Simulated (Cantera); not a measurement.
Input: 1 mol C₂H₄, 0.39 mol H₂O, 0.48 mol N₂, held at 2998.15 K and 37500 Torr.

These are equilibrium values from Cantera (NASA tables, ideal gas, pure condensed phases), not measurements of a reactor. Candidate condensed phases: C, C₆H₆, C₇H₈, C₈H₁₈, H₂O; 136 gas species. The ideal-gas law is rough above about 30 bar. Kinetics and transport are ignored.

Question: What is the equilibrium state?

Answer: x(H₂): 0.641
x(CO): 0.119
x(N₂): 0.114
x(HCN): 0.0539
x(C₂H₂ (acetylene)): 0.0397
x(H): 0.0178
x(HNC): 0.0102
x(CH₄): 0.00161
x(C₄H₂): 0.00102
n(C(graphite)): 1.11 mol
gas amount: 3.282 mol
